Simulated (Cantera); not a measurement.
A freely propagating, adiabatic, planar premixed flame of H2 : O2 : N2 = 1 : 0.333 : 1.25 (molar parts), equivalence ratio 1.5, unburnt at 723 K and 0.130 bar; mixture-averaged transport, grid criteria slope 0.08 and curve 0.16, no radiation.

Cantera simulation using the H2/O2 subset of GRI-Mech 3.0, which has no nitrogen chemistry; the numbers are that mechanism's predictions, not measurements. Burning velocities carry a grid error of a few per cent, more on coarse grids.

Predict: laminar burning velocity; thermal thickness; peak x(H); peak x(H2O2); peak x(O).


```json
{
  "laminar_burning_velocity": "997 cm/s",
  "thermal_thickness": "7.32 mm",
  "peak x(H)": "0.139",
  "peak x(H2O2)": "4.88e-7",
  "peak x(O)": "0.0101"
}
```
